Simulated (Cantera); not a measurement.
Charge: 1 mol FeS, 0.34 mol SO2, 1.7 mol O2, 2.8 mol SO3, equilibrated at 450 °C and 42.0 mbar.

Method: chemical equilibrium by Gibbs-energy minimisation in Cantera with the NASA 1993 tables (ideal gas, pure condensed phases). Candidate condensed phases: Fe, FeO, FeS, FeSO4, FeS2, Fe2O3, Fe2(SO4)3, Fe3O4, S; 12 gas species. Kinetics and transport are ignored.

Question: What is the equilibrium state?

Answer: 
```
Item                                     Value
-----------------------------------  ---------
x(SO2)                                   0.546
x(SO3)                                   0.453
x(O2)                                 0.000592
n(Fe2(SO4)3(s))                      0.500 mol
gas amount                           2.642 mol
log10 activity of FeSO4(s) (absent)      -2.23
log10 activity of S(l) (absent)         -18.64
log10 activity of Fe(α) (absent)        -23.09
```
